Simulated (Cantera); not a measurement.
A freely propagating, adiabatic, planar premixed flame of 9.78 % CO, 8.81 % H₂, 4.99 % CH₄, 16.0 % O₂, 60.4 % N₂, unburnt at 623 K and 75.0 Torr; mixture-averaged transport, grid criteria slope 0.08 and curve 0.16, no radiation.

Computed with Cantera and GRI-Mech 3.0 (53 species, 325 reactions). Burning velocities carry a grid error of a few per cent, more on coarse grids.

Predict: laminar burning velocity; thermal thickness; peak x(CH₂O); peak x(HCN); peak x(OH).


```json
{
  "laminar_burning_velocity": "401 cm/s",
  "thermal_thickness": "2.52 mm",
  "peak x(CH₂O)": "0.000595",
  "peak x(HCN)": "3.57e-7",
  "peak x(OH)": "0.0127"
}
```
